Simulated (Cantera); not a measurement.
**Equilibrium for silicon oxide and oxynitride deposition: SiH4 + H2O + H2**

Charge: 1 mol SiH4, 0.44 mol H2O, a varied amount of H2, at 1273.15 K and 16.0 Pa.

Equilibrium computed with Cantera from the NASA thermochemical tables; the gas is ideal and each condensed phase is pure. Candidate condensed phases: H2O, Si, SiO2; 18 gas species. Mutual solubility and eutectic melting of coexisting phases are not modelled. The tables hold silica as quartz up to 1696 K and as liquid above; real silica turns to tridymite and cristobalite and melts near 1996 K. Kinetics and transport are ignored.

From 5.5 mol H2 to 13 mol H2 the condensed part is Si(s) + SiO2(β-quartz). From 16 mol H2 to 29 mol H2 the condensed part is Si(s). The main Si-bearing gas is SiO throughout.

| n(H2) (mol) | x H2 | x SiO | x H | x H2O | n Si(s) | n SiO2(β-quartz) |
|---|---|---|---|---|---|---|
| 5.5 | 0.976 | 0.0243 | 5.58e-5 | 1.82e-7 | 0.681 | 0.121 |
| 8.1 | 0.976 | 0.0243 | 5.58e-5 | 1.82e-7 | 0.649 | 0.0885 |
| 11 | 0.976 | 0.0243 | 5.58e-5 | 1.82e-7 | 0.612 | 0.0524 |
| 13 | 0.976 | 0.0243 | 5.58e-5 | 1.82e-7 | 0.587 | 0.0274 |
| 16 | 0.977 | 0.0233 | 5.59e-5 | 1.74e-7 | 0.560 | 0 |
| 19 | 0.980 | 0.0201 | 5.59e-5 | 1.51e-7 | 0.560 | 0 |
| 21 | 0.982 | 0.0184 | 5.60e-5 | 1.38e-7 | 0.560 | 0 |
| 24 | 0.984 | 0.0164 | 5.61e-5 | 1.23e-7 | 0.560 | 0 |
| 27 | 0.985 | 0.0147 | 5.61e-5 | 1.11e-7 | 0.560 | 0 |
| 29 | 0.986 | 0.0138 | 5.61e-5 | 1.04e-7 | 0.560 | 0 |
x: gas mole fraction; n: condensed amount in mol.
